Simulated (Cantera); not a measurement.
Input (Python, Cantera):

```python
import numpy as np
import cantera as ct

gas = ct.Solution("h2o2.yaml")
gas.TPX = 800, 220000, {'H2': 1, 'O2': 0.51, 'N2': 1.92}
inlet = ct.Reservoir(gas, clone=True)
gas.equilibrate("HP")  # start burning
reactor = ct.IdealGasConstPressureReactor(gas, energy="on", clone=False)
exhaust = ct.Reservoir(gas, clone=True)
tau = [0.43, 0.12, 0.033, 0.009, 0.0025, 0.00067, 0.00018, 5e-05, 1.4e-05][0]
for a, b in ((inlet, reactor), (reactor, exhaust)):
    ct.MassFlowController(a, b, mdot=lambda t: reactor.mass / tau)
net = ct.ReactorNet([reactor])
show = ['H2', 'O2', 'H2O', 'H2O2', 'O', 'H']

rows = []
print(f"{'tau/s':>10s}{'T/K':>9s}" + "".join(f"{s:>11s}" for s in show))
for tau in [0.43, 0.12, 0.033, 0.009, 0.0025, 0.00067, 0.00018, 5e-05, 1.4e-05]:
    net.initial_time = 0.0
    net.advance(30 * tau)
    before = gas.X
    net.advance(40 * tau)
    drift = np.max(np.abs(gas.X - before) / (gas.X + 1e-9))
    rows.append([gas.T, *gas[show].X, drift])
    print(f"{tau:10.3e}{gas.T:9.1f}" + "".join(f"{x:11.3e}" for x in gas[show].X))
```

Output:

```
     tau/s      T/K         H2         O2        H2O       H2O2          O          H
 4.300e-01   2649.7  2.292e-02  1.111e-02  3.014e-01  4.501e-07  2.081e-03  4.821e-03
 1.200e-01   2649.3  2.295e-02  1.112e-02  3.014e-01  4.500e-07  2.086e-03  4.835e-03
 3.300e-02   2647.8  2.307e-02  1.118e-02  3.012e-01  4.497e-07  2.105e-03  4.886e-03
 9.000e-03   2642.4  2.351e-02  1.136e-02  3.004e-01  4.486e-07  2.173e-03  5.074e-03
 2.500e-03   2624.1  2.496e-02  1.198e-02  2.978e-01  4.455e-07  2.413e-03  5.740e-03
 6.700e-04   2564.4  2.933e-02  1.390e-02  2.898e-01  4.435e-07  3.263e-03  8.136e-03
 1.800e-04   2421.2  3.800e-02  1.809e-02  2.722e-01  4.975e-07  5.617e-03  1.520e-02
 5.000e-05   2196.9  4.780e-02  2.418e-02  2.489e-01  7.415e-07  9.625e-03  2.925e-02
 1.400e-05   1922.2  5.693e-02  3.238e-02  2.239e-01  1.590e-06  1.371e-02  4.941e-02
```

Model: the H2/O2 subset of GRI-Mech 3.0, which has no nitrogen chemistry, integrated in Cantera. The hydrogen kinetics of GRI-Mech 3.0 are dated; newer H2 mechanisms differ, most at raised pressure.
